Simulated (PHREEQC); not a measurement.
Consider water at 56 °C with 0.011 mol HF, 0.00079 mol KF, 0.00059 mol H2SiF6 and 0.018 mol HCl per kg of water. Closed to the air; pH follows from the charge balance.

The numbers come from PHREEQC with the ion-association model, wateq4f.dat.

```
quantity               before     after
-------------------  --------  --------
pH                       1.79      1.13
HF (mol/kgw)           0.0118    0.0132
SiF6-2 (mol/kgw)     0.000496  0.000282
H2F2 (mol/kgw)       0.000112  0.000143
SI of Quartz (SiO2)     -0.46     +0.07
```

### Question
Name the change that produced these shifts.
A. HCl from 0.018 to 0.09 mol/kgw
B. diluted 10-fold with water
C. temperature from 56 to 20 °C
D. HF from 0.011 to 0.022 mol/kgw
E. temperature from 56 to 60 °C

### Answer
A, HCl from 0.018 to 0.09 mol/kgw

Precipitation was switched off in this run. Some of these states are supersaturated (in Quartz (slow to form), for instance). At this temperature some constants are extrapolated from 25 °C, and those without enthalpy data are left unchanged. SiF6-2 is the database's only silicon fluoride.
